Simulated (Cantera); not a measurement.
**Adiabatic ignition**

An adiabatic, constant-volume homogeneous reactor starts with 3.25 % CH4, 20.3 % O2, 76.4 % N2, at 1498 K and 500000 Pa.

Cantera simulation using GRI-Mech 3.0 (53 species, 325 reactions); the numbers are that mechanism's predictions, not measurements.

```json
[
 {"t (s)": "4.00e-6", "T (K)": "1498", "P (bar)": "5.00", "x CH4": "0.0325", "x O2": "0.203", "x CO2": "5.05e-12", "x NO2": "<1e-12", "x N2O": "3.38e-12", "x CH2O": "5.75e-8", "x HO2": "5.30e-7"},
 {"t (s)": "9.25e-6", "T (K)": "1498", "P (bar)": "5.00", "x CH4": "0.0325", "x O2": "0.203", "x CO2": "5.89e-11", "x NO2": "<1e-12", "x N2O": "1.46e-11", "x CH2O": "3.52e-7", "x HO2": "1.18e-6"},
 {"t (s)": "2.14e-5", "T (K)": "1498", "P (bar)": "5.00", "x CH4": "0.0325", "x O2": "0.203", "x CO2": "1.00e-9", "x NO2": "<1e-12", "x N2O": "6.89e-11", "x CH2O": "2.44e-6", "x HO2": "2.53e-6"},
 {"t (s)": "4.95e-5", "T (K)": "1498", "P (bar)": "5.00", "x CH4": "0.0325", "x O2": "0.203", "x CO2": "3.12e-8", "x NO2": "<1e-12", "x N2O": "3.40e-10", "x CH2O": "2.18e-5", "x HO2": "5.09e-6"},
 {"t (s)": "0.000114", "T (K)": "1501", "P (bar)": "5.01", "x CH4": "0.0319", "x O2": "0.203", "x CO2": "1.70e-6", "x NO2": "<1e-12", "x N2O": "2.15e-9", "x CH2O": "0.000245", "x HO2": "1.52e-5"},
 {"t (s)": "0.000264", "T (K)": "2344", "P (bar)": "7.84", "x CH4": "<1e-12", "x O2": "0.137", "x CO2": "0.0316", "x NO2": "1.42e-7", "x N2O": "2.50e-6", "x CH2O": "<1e-12", "x HO2": "9.22e-6"},
 {"t (s)": "0.000612", "T (K)": "2351", "P (bar)": "7.86", "x CH4": "<1e-12", "x O2": "0.137", "x CO2": "0.0320", "x NO2": "6.65e-7", "x N2O": "1.98e-6", "x CH2O": "<1e-12", "x HO2": "9.12e-6"},
 {"t (s)": "0.00141", "T (K)": "2350", "P (bar)": "7.86", "x CH4": "<1e-12", "x O2": "0.137", "x CO2": "0.0320", "x NO2": "1.87e-6", "x N2O": "1.98e-6", "x CH2O": "<1e-12", "x HO2": "9.07e-6"},
 {"t (s)": "0.00327", "T (K)": "2347", "P (bar)": "7.85", "x CH4": "<1e-12", "x O2": "0.136", "x CO2": "0.0320", "x NO2": "4.50e-6", "x N2O": "1.96e-6", "x CH2O": "<1e-12", "x HO2": "8.97e-6"},
 {"t (s)": "0.00756", "T (K)": "2341", "P (bar)": "7.83", "x CH4": "<1e-12", "x O2": "0.135", "x CO2": "0.0320", "x NO2": "9.76e-6", "x N2O": "1.94e-6", "x CH2O": "<1e-12", "x HO2": "8.76e-6"},
 {"t (s)": "0.0175", "T (K)": "2332", "P (bar)": "7.80", "x CH4": "<1e-12", "x O2": "0.133", "x CO2": "0.0320", "x NO2": "1.82e-5", "x N2O": "1.92e-6", "x CH2O": "<1e-12", "x HO2": "8.44e-6"},
 {"t (s)": "0.0404", "T (K)": "2322", "P (bar)": "7.76", "x CH4": "<1e-12", "x O2": "0.131", "x CO2": "0.0320", "x NO2": "2.67e-5", "x N2O": "1.91e-6", "x CH2O": "<1e-12", "x HO2": "8.12e-6"},
 {"t (s)": "0.0935", "T (K)": "2319", "P (bar)": "7.75", "x CH4": "<1e-12", "x O2": "0.131", "x CO2": "0.0321", "x NO2": "3.01e-5", "x N2O": "1.91e-6", "x CH2O": "<1e-12", "x HO2": "8.00e-6"},
 {"t (s)": "0.216", "T (K)": "2318", "P (bar)": "7.75", "x CH4": "<1e-12", "x O2": "0.131", "x CO2": "0.0321", "x NO2": "3.03e-5", "x N2O": "1.92e-6", "x CH2O": "<1e-12", "x HO2": "7.99e-6"},
 {"t (s)": "0.500", "T (K)": "2318", "P (bar)": "7.75", "x CH4": "<1e-12", "x O2": "0.131", "x CO2": "0.0321", "x NO2": "3.03e-5", "x N2O": "1.92e-6", "x CH2O": "<1e-12", "x HO2": "7.99e-6"}
]
```
x: mole fraction; the columns are a selection and need not sum to one.

| Property | Result |
|---|---|
| time of steepest temperature rise | 0.225 ms |
| temperature at 0.500 s | 2318 K |
| equilibrium temperature | 2318 K |
| x(CH4) at 0.500 s | <1e-12 (gas-phase equilibrium <1e-12) |
| x(O2) at 0.500 s | 0.131 (gas-phase equilibrium 0.131) |
| x(CO2) at 0.500 s | 0.0321 (gas-phase equilibrium 0.0321) |
